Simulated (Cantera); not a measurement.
A closed system holds: 1 mol Al2O3, 0.08 mol C, 1.4 mol N2, equilibrated at 0.00133 bar.

Equilibrium computed with Cantera from the NASA thermochemical tables; the gas is ideal and each condensed phase is pure. Candidate condensed phases: Al, AlN, Al2O3, C; 32 gas species. Rates play no part. All values below are at 2800 K.

Base state: N2 0.589, O 0.163, Al 0.0991, AlO 0.0714, CO 0.0330, Al2O 0.0224, O2 0.0121, NO 0.00763 (mole fractions); condensed: Al2O3(l).

Problem. What changes in the equilibrium state with this change: 0.11 mol H2O added?

Solution. 
```
species        before     after
-------------  ------  --------
N2              0.589     0.515
O               0.163     0.176
Al             0.0991    0.0884
H                   0    0.0741
O2             0.0121    0.0141
Al2O           0.0224    0.0192
CO             0.0330    0.0288
AlO            0.0714    0.0688
OH                  0   0.00414
H2                  0   0.00109
AlOH                0  0.000336
AlO2H               0  0.000226
Al2O3(l), mol   0.744     0.733
```
The tables' values for AlOH are old estimates; treat these amounts as uncertain. Further candidate phases: C6H6, C7H8, C8H18, H2O.
